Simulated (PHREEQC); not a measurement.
A column of 0.2 m (40 cells, dispersivity 0.007 m, 720 s a shift, diffusion coefficient 3e-10 m²/s) holds 0.0084 eq of the database's cation exchanger X per kg of pore water, first in equilibrium with 0.00048 mol/kgw MgCl2, 0.0097 mol/kgw ZnSO4 and 1e-05 mol/kgw HCl. It is flushed with 4.7 mmol/kgw KCl, 3.9 mmol/kgw MnCl2 and 0.01 mmol/kgw HCl, at 25 °C. Values are for the last cell. The system is closed to CO2. Nothing may precipitate in this run.

Base run: PHREEQC, ion-association model, phreeqc.dat. Each further column changes one thing. The table gives Mn in solution (mol/kgw).

```
pore volumes      base  exchange capacity from 0.0084 to 0.0042 eq/kgw  dispersivity from 0.007 to 0.014 m
------------  --------  ----------------------------------------------  ----------------------------------
0                    0                                               0                                   0
0.3875         1.27e-8                                         7.75e-8                                   …
0.7625        0.000112                                        0.000275                            0.000331
1.262          0.00106                                         0.00181                             0.00136
1.637          0.00182                                               …                             0.00200
2.013          0.00248                                         0.00328                                   …
2.388          0.00298                                         0.00362                             0.00290
2.763          0.00333                                         0.00378                                   …
3.263          0.00362                                               …                             0.00348
3.638          0.00374                                         0.00389                             0.00362
4.013          0.00381                                         0.00390                             0.00372
```

### Question
What belongs in the gaps?

### Answer

- 0.3875, dispersivity from 0.007 to 0.014 m: 2.55e-6
- 1.637, exchange capacity from 0.0084 to 0.0042 eq/kgw: 0.00269
- 2.013, dispersivity from 0.007 to 0.014 m: 0.00250
- 2.763, dispersivity from 0.007 to 0.014 m: 0.00321
- 3.263, exchange capacity from 0.0084 to 0.0042 eq/kgw: 0.00387
